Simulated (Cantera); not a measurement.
Gas mixture: CH3OH : H2O : C2H2 = 0.24 : 0.96 : 0.82 (molar parts), at 10.00 Torr, frozen composition.

Cantera's kinetic-theory transport with the Lennard-Jones parameters of GRI-Mech 3.0, ideal gas; thermal conductivity in the mixture-averaged form. Polar gases are described roughly by these parameters. The composition is frozen, though it would react at the higher temperatures.

D: mixture-averaged diffusion coefficient of that species in the mixture.

```tsv
T (K)	ρ (kg/m³)	cp (J/kg/K)	μ (µPa s)	λ (mW/m/K)	Pr	D (cm²/s) NH3	D (cm²/s) OH	D (cm²/s) CH4
400	0.00919	1866	13.7	35.3	0.725	23.8	38.0	25.6
650	0.00566	?	?	?	0.733	?	?	?
900	0.00409	?	?	?	0.730	?	?	?
1150	0.00320	2643	35.3	128	0.730	179	237	169
1400	0.00263	2813	41.2	159	0.729	254	330	236
1650	0.00223	2950	46.8	190	0.726	340	435	311
1900	0.00194	3058	52.0	220	0.724	435	550	395
2150	0.00171	3145	57.0	248	0.721	538	675	485
```

Question: What belongs in the gaps?

Answer: 
- 650, cp (J/kg/K): 2186
- 650, μ (µPa s): 21.6
- 650, λ (mW/m/K): 64.5
- 650, D (cm²/s) NH3: 61.7
- 650, D (cm²/s) OH: 89.6
- 650, D (cm²/s) CH4: 62.3
- 900, cp (J/kg/K): 2431
- 900, μ (µPa s): 28.8
- 900, λ (mW/m/K): 95.7
- 900, D (cm²/s) NH3: 114
- 900, D (cm²/s) OH: 157
- 900, D (cm²/s) CH4: 111
